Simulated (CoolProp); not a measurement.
A closed Brayton cycle with carbon dioxide: compressor inlet 328.15 K and 9.9 MPa, high pressure 20.6 MPa, turbine inlet 990 K, compressor efficiency 0.8, turbine efficiency 0.9, recuperator effectiveness 0 (on enthalpy, no pinch check). Each further row changes one setting.

The numbers come from the reference Helmholtz-energy equation of state, Span 1996 in CoolProp.

```json
[
 {"case": "as stated", "thermal efficiency (%)": "10.8", "net work (kJ/kg)": "86.1", "compressor to turbine work": "0.28", "compressor exit (K)": "382.5", "turbine exit (K)": "890.1"},
 {"case": "turbine inlet 940 K", "thermal efficiency (%)": "10.8", "net work (kJ/kg)": "79.6", "compressor to turbine work": "0.30", "compressor exit (K)": "382.5", "turbine exit (K)": "?"},
 {"case": "compressor inlet 338.15 K", "thermal efficiency (%)": "?", "net work (kJ/kg)": "79.9", "compressor to turbine work": "?", "compressor exit (K)": "400.4", "turbine exit (K)": "890.1"},
 {"case": "high pressure 17.5 MPa", "thermal efficiency (%)": "8.5", "net work (kJ/kg)": "?", "compressor to turbine work": "0.27", "compressor exit (K)": "370.2", "turbine exit (K)": "911.8"},
 {"case": "recuperator effectiveness 0.5", "thermal efficiency (%)": "?", "net work (kJ/kg)": "86.1", "compressor to turbine work": "0.28", "compressor exit (K)": "382.5", "turbine exit (K)": "890.1"}
]
```

**Question.** Complete the blanks.

**Answer.** 
- turbine inlet 940 K, turbine exit (K): 843.5
- compressor inlet 338.15 K, thermal efficiency (%): 10.5
- compressor inlet 338.15 K, compressor to turbine work: 0.33
- high pressure 17.5 MPa, net work (kJ/kg): 69.0
- recuperator effectiveness 0.5, thermal efficiency (%): 17.3
